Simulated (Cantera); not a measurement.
Input (Python, Cantera) and output of one run.

```python
import numpy as np
import cantera as ct

gas_names = """
    B BCL BCL2 BCL3 BH BH2 BH3 BN B2 CL CL2 H HCL H2 N NH NH2 NH3 N2 N2H2 N2H4
""".split()
cond_names = """
    B(b) B(L) BN(s) NH4CL(a) NH4CL(b)
""".split()


# ... load() reads the species with a 1 bar reference pressure and builds the phases ...
atoms = {
    'BN': {'B': 1, 'N': 1},
    'HCl': {'H': 1, 'CL': 1},
    'H2': {'H': 2},
}
top_T = {'BN(s)': 3200}  # K; cautious upper limits of use, not melting points


# ... equilibrate(T, P, feed) seeds the gas with the atoms and calls Mixture.equilibrate('TP', solver="vcs", rtol=1e-11, max_steps=5000) ...
results = []
T = 1348.15  # K
P = 1333.22  # Pa
for m in [0.38, 0.55, 0.78, 1.1, 1.6, 2.3, 3.2, 4.6, 6.5, 9.3, 13, 19]:
    feed = {'BN': 1, 'HCl': 3.6, 'H2': m}  # mol
    mix = equilibrate(T, P, feed)
    results.append((T, P, feed, dict(zip(mix.species_names, mix.species_moles))))

top = {s: max(r[3][s] / sum(r[3][g] for g in gas_names) for r in results) for s in gas_names}
cols = sorted((s for s in top if top[s] > 1e-06), key=lambda s: -top[s])[:5]
seen = [c for c in cond_names if any(r[3].get(c, 0) > 1e-12 for r in results)]
print("log10 of partial pressures in bar; condensed amounts in mol")
print(f"{'n(H2)':>10s}" + "".join(f"{s[:9]:>10s}" for s in cols + seen))
for T, P, feed, n in results:
    ng = sum(n[g] for g in gas_names)
    print(f"{feed['H2']:10.4g}" + "".join(f"{np.log10(max(n[s] / ng * P / 1e5, 1e-99)):10.3f}" for s in cols)
          + "".join(f"{n.get(c, 0):10.4g}" for c in seen))
```

Output:

```
log10 of partial pressures in bar; condensed amounts in mol
     n(H2)       HCL        H2      BCL3        N2        CL     BN(s)
      0.38    -1.940    -2.806    -3.712    -4.013    -6.251     0.942
      0.55    -1.953    -2.703    -3.841    -4.142    -6.316    0.9551
      0.78    -1.973    -2.597    -3.986    -4.286    -6.388     0.966
       1.1    -2.000    -2.491    -4.146    -4.447    -6.468    0.9748
       1.6    -2.041    -2.380    -4.340    -4.641    -6.565    0.9821
       2.3    -2.094    -2.281    -4.545    -4.845    -6.668    0.9874
       3.2    -2.155    -2.201    -4.746    -5.046    -6.768    0.9908
       4.6    -2.235    -2.125    -4.982    -5.282    -6.886    0.9936
       6.5    -2.325    -2.066    -5.221    -5.520    -7.006    0.9954
       9.3    -2.431    -2.017    -5.482    -5.780    -7.136    0.9968
        13    -2.540    -1.981    -5.737    -6.033    -7.263    0.9977
        19    -2.673    -1.950    -6.036    -6.330    -7.412    0.9984
```

Equilibrium computed with Cantera from the NASA thermochemical tables; the gas is ideal and each condensed phase is pure. The tables' values for BCl2 are old estimates; treat these amounts as uncertain. Gases not in the tables: BHCl2.
